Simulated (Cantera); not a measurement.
**Ammonia decomposition in nitride growth gas**

An isothermal, constant-pressure homogeneous reactor starts with NH₃ : H₂ = 1 : 12 (molar parts), at 1700 K and 0.0263 atm.

Computed with Cantera and the gas-phase N/H chemistry of the illustrative SiF4/NH3 mechanism in the Surface Chemkin manual (1991). Walls and surfaces, which speed up NH3 decomposition in real reactors, are not modelled.

```tsv
t (s)	x NH₃	x H₂	x N₂	x NH	x N₂H₄	x H	x NH₂
0.000200	0.0769	0.923	<1e-12	<1e-12	<1e-12	1.58e-7	3.60e-8
0.000743	0.0769	0.923	<1e-12	4.67e-12	<1e-12	5.93e-7	1.28e-7
0.00276	0.0769	0.923	1.55e-11	6.56e-11	<1e-12	2.21e-6	4.69e-7
0.0102	0.0769	0.923	9.88e-10	9.09e-10	<1e-12	8.21e-6	1.74e-6
0.0381	0.0769	0.923	5.84e-8	1.25e-8	9.22e-12	3.05e-5	6.44e-6
0.141	0.0769	0.923	3.97e-6	1.66e-7	1.22e-10	0.000111	2.34e-5
0.525	0.0765	0.923	0.000182	8.21e-7	6.00e-10	0.000248	5.22e-5
1.95	0.0742	0.924	0.00125	8.51e-7	6.03e-10	0.000257	5.23e-5
7.25	0.0663	0.928	0.00489	8.14e-7	5.15e-10	0.000267	4.84e-5
26.9	0.0449	0.940	0.0148	6.96e-7	2.97e-10	0.000304	3.68e-5
100	0.0131	0.957	0.0296	4.27e-7	5.27e-11	0.000448	1.55e-5
```
x: mole fraction; the columns are a selection and need not sum to one.

Equilibrium at this temperature and pressure: NH₃ 1.72e-7, H₂ 0.963, N₂ 0.0357, NH 2.20e-11, N₂H₄ <1e-12, H 0.000892, NH₂ 4.03e-10 (gas phase only).
